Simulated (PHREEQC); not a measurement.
Dissolve 0.41 mmol/kgw CuSO4 and 16 mmol/kgw NaCl at 52 °C. Closed to the air; pH follows from the charge balance.

Equilibrium calculation in PHREEQC: ion-association model, phreeqc.dat.

No solid was allowed to form.

### Question
Order these Cu species by the share of Cu that they hold, largest first: CuOH+, CuSO4, CuCl+, Cu+2, Cu2(OH)2+2.

### Answer
Cu+2 (88 %), CuCl+ (7.6 %), CuSO4 (2.8 %), Cu2(OH)2+2 (1.0 %), CuOH+ (0.14 %)

### Question
Order these S species by the share of S that they hold, largest first: NaSO4-, CuSO4, SO4-2.

### Answer
SO4-2 (92 %), NaSO4- (5.0 %), CuSO4 (2.8 %)

The pH is 5.35 and the ionic strength 0.0175 mol/kgw. Away from 25 °C the constants follow the database's enthalpies or fits; those with neither stay at their 25 °C values.
